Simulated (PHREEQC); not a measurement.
Make-up at 40 °C: 0.033 mol/kgw TMAH and 0.25 mol/kgw K2CO3. Closed to the air; pH follows from the charge balance.

Computed with PHREEQC (ion-association model, phreeqc.dat).

This is a speciation only: nothing precipitates in the calculation.

### Question
Estimate the pH, activity of water.

### Answer
pH 11.85; activity of water 0.986.

The ionic strength is past about 0.7 mol/kgw, beyond the range of this activity model, so the values are rough. (CH3)4N+ isn't in the database: it is added as a free cation with an ion size of 4 Å. Constants without temperature data keep their 25 °C values here.
